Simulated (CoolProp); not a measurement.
Vapour-liquid equilibrium of methanol (1) + toluene (2) at 75.05 °C; x and y are mole fractions of (1).

The numbers come from the multi-fluid Helmholtz-energy mixture model, de Reuck 1993 and Lemmon 2006; pair parameters Bell 2016 in CoolProp.

```tsv
x	bubble pressure (MPa)	y at the bubble point	dew pressure at overall composition x (MPa)	liquid density (mol/L)
0.05	0.07818	0.585	0.03455	9.112
0.15	0.1219	0.742	0.03891	9.713
0.25	0.1363	0.774	0.04403	10.41
0.35	0.1404	0.783	0.05060	11.23
0.45	0.1416	0.787	0.05950	12.21
0.55	0.1429	0.792	0.07225	13.37
0.65	0.1451	0.804	0.09191	14.79
0.75	0.1481	0.829	0.1253	16.52
0.85	0.1508	0.875	0.1496	18.67
0.95	0.1519	0.949	0.1519	21.39
```

y crosses x between x = 0.85 and 0.95: the model has an azeotrope there.

Pair parameters are fitted to limited data, so mixtures are less certain than the pure fluids. With so large a gap from Raoult's law the liquid may split in two, which this calculation doesn't test in full.
